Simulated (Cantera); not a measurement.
Input: 1 mol Nb₂O₅, 31 mol H₂, equilibrated at 0.000810 bar.

Equilibrium computed with Cantera from the NASA thermochemical tables; the gas is ideal and each condensed phase is pure. Candidate condensed phases: H₂O, Nb, NbO, NbO₂, Nb₂O₅; 12 gas species. Mutual solubility and eutectic melting of coexisting phases are not modelled. Condensed phases not in the tables: the oxides between NbO₂ and Nb₂O₅. The numbers say what is thermodynamically allowed, not how fast it happens.

x: gas mole fraction; n: condensed amount in mol.

```
T (K)   x H₂    x H₂O       x H    x NbO₂      x OH     x NbO  n NbO₂(s)  n Nb₂O₅(s)
-----  -----  -------  --------  --------  --------  --------  ---------  ----------
1075   0.991  0.00920   5.13e-7    <1e-12  1.81e-11    <1e-12      0.571       0.715
1150   0.985   0.0153   2.60e-6    <1e-12  2.45e-10    <1e-12      0.950       0.525
1225   0.976      ___       ___       ___       ___    <1e-12        ___         ___
1300   0.968   0.0323   3.82e-5  7.21e-11   1.66e-8    <1e-12       2.00           0
1375   0.968   0.0323  0.000118   1.25e-9   7.11e-8    <1e-12       2.00           0
1450   0.967   0.0323       ___       ___       ___       ___       2.00           0
1525   0.967   0.0322  0.000817   1.59e-7   8.46e-7  1.40e-10       2.00           0
1600   0.966   0.0322   0.00188   1.26e-6   2.45e-6   1.91e-9       2.00           0
1675   0.964   0.0322   0.00401   8.22e-6   6.47e-6   2.04e-8       2.00           0
1750   0.960   0.0321   0.00801   4.55e-5   1.57e-5   1.77e-7       2.00           0
1825   0.953   0.0320    0.0151  0.000217   3.54e-5   1.27e-6       1.99           0
```

Some entries are withheld; supply them.


- 1450, x H: 0.000327
- 1450, x NbO₂: 1.60e-8
- 1450, x OH: 2.61e-7
- 1450, x NbO: 7.81e-12
- 1225, x H₂O: 0.0243
- 1225, x H: 1.08e-5
- 1225, x NbO₂: 2.89e-12
- 1225, x OH: 2.46e-9
- 1225, n NbO₂(s): 1.51
- 1225, n Nb₂O₅(s): 0.245
